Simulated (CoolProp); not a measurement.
Vapour pressure (MPa) of propylene: the reference equation beside estimates from Tc = 364.2 K, pc = 4.555 MPa, ω = 0.146. Clausius-Clapeyron is anchored at 293.6 K with a constant enthalpy of vaporisation of 14.45 kJ/mol.

The numbers come from the reference Helmholtz-energy equation of state, Lemmon 2013 in CoolProp.

| T (K) | reference | Clausius-Clapeyron | Peng-Robinson |
|---|---|---|---|
| 264.8 | 0.4514 | 0.5404 | 0.4503 |
| 274.4 | 0.6062 | 0.6799 | 0.6047 |
| 284 | 0.7971 | 0.8423 | 0.7957 |
| 293.6 | 1.029 | 1.029 | 1.028 |
| 303.3 | 1.310 | 1.243 | 1.311 |
| 312.9 | 1.639 | 1.482 | 1.643 |
| 322.5 | ___ | 1.749 | ___ |
| 332.2 | ___ | 2.047 | 2.492 |

Question: Fill in the missing entries.

Answer: 
- 322.5, reference: 2.025
- 322.5, Peng-Robinson: 2.033
- 332.2, reference: 2.480

Absolute difference from the reference over all 8 rows, mean and median: Clausius-Clapeyron 10.4 and 10.9 %, Peng-Robinson 0.2 and 0.2 %.
